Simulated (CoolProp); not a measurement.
Computed with CoolProp (reference Helmholtz-energy equation of state, Wagner 2002).

Task: For water, give the phase and the density (kg/m³), cv (kJ/(kg K)), Joule-Thomson coefficient (K/MPa), fugacity coefficient at 335.2 K and 63.9 bar; 335.2 K and 145 bar.

Result: 
- 335.2 K and 63.9 bar: liquid; density 985, cv 3.95, Joule-Thomson coefficient -0.200, fugacity coefficient 0.00356
- 335.2 K and 145 bar: liquid; density 988, cv 3.93, Joule-Thomson coefficient -0.200, fugacity coefficient 0.00165
